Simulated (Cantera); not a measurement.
## Premixed flame

A freely propagating, adiabatic, planar premixed flame of 5.16 % CH4, 3.35 % CO, 16.7 % O2, 62.4 % N2, 12.4 % CO2, unburnt at 525 K and 9.87 atm; mixture-averaged transport, grid criteria slope 0.08 and curve 0.16, no radiation.

Computed with Cantera and GRI-Mech 3.0 (53 species, 325 reactions). Burning velocities carry a grid error of a few per cent, more on coarse grids.

```csv
z (mm),T (K),u (m/s),x CH4,x CO,x O2,x C2H6,x H,x OH
-0.598,527,0.101,0.0514,0.0335,0.166,1.21e-7,<1e-8,<1e-8
-0.399,541,0.104,0.0506,0.0334,0.165,1.29e-6,<1e-8,<1e-8
-0.299,576,0.111,0.0487,0.0331,0.162,5.81e-6,<1e-8,<1e-8
-0.199,699,0.135,0.0426,0.0322,0.152,2.99e-5,<1e-8,<1e-8
-0.0997,1058,0.204,0.0258,0.0295,0.120,0.000142,1.73e-7,5.23e-7
-0.0498,1358,0.261,0.0122,0.0268,0.0912,0.000201,5.98e-6,1.58e-5
0,1655,0.316,0.00126,0.0196,0.0623,1.35e-5,7.67e-5,0.000440
0.0498,1775,0.336,8.11e-6,0.00788,0.0518,<1e-8,6.71e-5,0.00122
0.0997,1812,0.342,5.25e-8,0.00330,0.0493,<1e-8,2.55e-5,0.00103
0.199,1833,0.345,<1e-8,0.000952,0.0482,<1e-8,5.25e-6,0.000656
0.399,1839,0.347,<1e-8,0.000219,0.0479,<1e-8,1.03e-6,0.000413
0.797,1841,0.347,<1e-8,0.000103,0.0478,<1e-8,5.77e-7,0.000354
1.59,1841,0.347,<1e-8,9.58e-5,0.0478,<1e-8,5.51e-7,0.000350
```
x: mole fraction of selected species; z is measured from the peak of heat release.

```
Quantity                     Result
------------------------  ---------
laminar burning velocity  10.1 cm/s
thermal thickness          0.199 mm
peak x(C2H6)               0.000205
peak x(H)                   9.56e-5
peak x(OH)                  0.00122
grid points                     130
```
